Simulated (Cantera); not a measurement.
An adiabatic, constant-pressure homogeneous reactor starts with 26.4 % CO, 8.96 % H2, 13.6 % O2, 51.1 % N2, equivalence ratio 1.3, at 1523 K and 8250 Torr.

Detailed kinetics in Cantera: GRI-Mech 3.0 (53 species, 325 reactions). The hydrogen kinetics of GRI-Mech 3.0 are dated; newer H2 mechanisms differ, most at raised pressure. Above 3000 K some thermodynamic fits are extrapolated.

One state of this run: T (K) = 3026; x CO = 0.133; x H2 = 0.00890; x O2 = 0.0187; x HO2 = 1.19e-5; x NO2 = 1.34e-6. x: mole fraction; the columns are a selection and need not sum to one.

Q: Which value of t (s) does it belong to?
(A) 2.00
(B) 0.0462
(C) 2.46e-5
(D) 0.000303

A: C, 2.46e-5
